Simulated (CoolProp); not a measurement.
Vapour-liquid equilibrium of R152A (1) + isobutane (2) at 30.6 kPa; x and y are mole fractions of (1).

Values from CoolProp's multi-fluid Helmholtz-energy mixture model, Outcalt 1996 and Bücker 2006; pair parameters Bell 2016.

```json
[
 {"x": "0.05", "bubble temperature (K)": "229.3", "y at the bubble point": "0.263", "dew temperature at overall composition x (K)": "233.5", "liquid density (mol/L)": "10.96"},
 {"x": "0.125", "bubble temperature (K)": "225.0", "y at the bubble point": "0.452", "dew temperature at overall composition x (K)": "232.1", "liquid density (mol/L)": "11.29"},
 {"x": "0.2", "bubble temperature (K)": "222.7", "y at the bubble point": "0.543", "dew temperature at overall composition x (K)": "230.7", "liquid density (mol/L)": "11.60"},
 {"x": "0.275", "bubble temperature (K)": "221.5", "y at the bubble point": "0.591", "dew temperature at overall composition x (K)": "229.1", "liquid density (mol/L)": "11.91"},
 {"x": "0.35", "bubble temperature (K)": "220.9", "y at the bubble point": "0.618", "dew temperature at overall composition x (K)": "227.4", "liquid density (mol/L)": "12.22"},
 {"x": "0.425", "bubble temperature (K)": "220.6", "y at the bubble point": "0.633", "dew temperature at overall composition x (K)": "225.7", "liquid density (mol/L)": "12.56"},
 {"x": "0.5", "bubble temperature (K)": "220.5", "y at the bubble point": "0.642", "dew temperature at overall composition x (K)": "223.8", "liquid density (mol/L)": "12.92"},
 {"x": "0.575", "bubble temperature (K)": "220.4", "y at the bubble point": "0.647", "dew temperature at overall composition x (K)": "221.9", "liquid density (mol/L)": "13.30"},
 {"x": "0.65", "bubble temperature (K)": "220.4", "y at the bubble point": "0.653", "dew temperature at overall composition x (K)": "220.4", "liquid density (mol/L)": "13.72"},
 {"x": "0.725", "bubble temperature (K)": "220.4", "y at the bubble point": "0.662", "dew temperature at overall composition x (K)": "221.1", "liquid density (mol/L)": "14.17"},
 {"x": "0.8", "bubble temperature (K)": "220.6", "y at the bubble point": "0.682", "dew temperature at overall composition x (K)": "222.2", "liquid density (mol/L)": "14.65"},
 {"x": "0.875", "bubble temperature (K)": "221.1", "y at the bubble point": "0.728", "dew temperature at overall composition x (K)": "223.3", "liquid density (mol/L)": "15.17"},
 {"x": "0.95", "bubble temperature (K)": "222.7", "y at the bubble point": "0.837", "dew temperature at overall composition x (K)": "224.4", "liquid density (mol/L)": "15.70"}
]
```

y crosses x between x = 0.65 and 0.725: the model has an azeotrope there.

The pair parameters rest on a limited set of measurements; away from them the model extrapolates.
